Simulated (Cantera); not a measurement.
# Equilibrium for silicon etching in halogen gases: Si + HCl + H2

A closed system holds: 1 mol Si, 2 mol HCl, 11 mol H2, at 0.210 bar.

Cantera equilibrium calculation (NASA polynomials, part measured and part estimated; ideal gas, pure solids and liquids). Candidate condensed phases: Si; 19 gas species. The tables' values for SiCl3 are old estimates; treat these amounts as uncertain. The numbers say what is thermodynamically allowed, not how fast it happens.

From 550 °C to 1150 °C the condensed part is Si(s). The main Si-bearing gas is SiCl4 at 550 °C and SiCl2 at 1150 °C. The share of Si in condensed phases is highest at 1100 °C (59.8 %) and lowest at 550 °C (45.3 %).

| T (°C) | x H2 | x HCl | x SiCl4 | x SiCl2 | x SiHCl3 | x SiCl3 | n Si(s) |
|---|---|---|---|---|---|---|---|
| 550 | 0.954 | 0.00202 | 0.0275 | 4.72e-6 | 0.0157 | 3.80e-5 | 0.453 |
| 600 | 0.953 | 0.00366 | 0.0273 | 1.78e-5 | 0.0152 | 9.10e-5 | 0.459 |
| 650 | 0.951 | 0.00618 | 0.0269 | 5.77e-5 | 0.0148 | 0.000196 | 0.467 |
| 700 | 0.948 | 0.00984 | 0.0262 | 0.000164 | 0.0142 | 0.000387 | 0.479 |
| 750 | 0.945 | 0.0149 | 0.0250 | 0.000416 | 0.0135 | 0.000702 | 0.494 |
| 800 | 0.940 | 0.0214 | 0.0234 | 0.000951 | 0.0126 | 0.00118 | 0.513 |
| 850 | 0.933 | 0.0295 | 0.0211 | 0.00197 | 0.0114 | 0.00183 | 0.534 |
| 900 | 0.926 | 0.0390 | 0.0181 | 0.00374 | 0.0100 | 0.00262 | 0.555 |
| 950 | 0.917 | 0.0493 | 0.0147 | 0.00646 | 0.00841 | 0.00345 | 0.574 |
| 1000 | 0.908 | 0.0597 | 0.0109 | 0.0102 | 0.00662 | 0.00411 | 0.588 |
| 1050 | 0.899 | 0.0690 | 0.00734 | 0.0145 | 0.00485 | 0.00441 | 0.596 |
| 1100 | 0.892 | 0.0765 | 0.00447 | 0.0188 | 0.00330 | 0.00427 | 0.598 |
| 1150 | 0.887 | 0.0816 | 0.00249 | 0.0226 | 0.00210 | 0.00377 | 0.597 |
x: gas mole fraction; n: condensed amount in mol.
